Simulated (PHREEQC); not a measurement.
A solution holds 0.0043 mol CuSO4 and 0.00037 mol HNO3 per kg of water, at 25 °C. Closed to the air; pH follows from the charge balance.

Model: ion-association model, wateq4f.dat, run in PHREEQC.

This is a speciation only: nothing precipitates in the calculation.

### Question
Estimate the pH, ionic strength.

### Answer
pH 3.56; ionic strength 0.0138 mol/kgw.

### Question
In which forms is Cu present?

### Answer
Cu+2 79 %, CuSO4 21 % of the Cu.
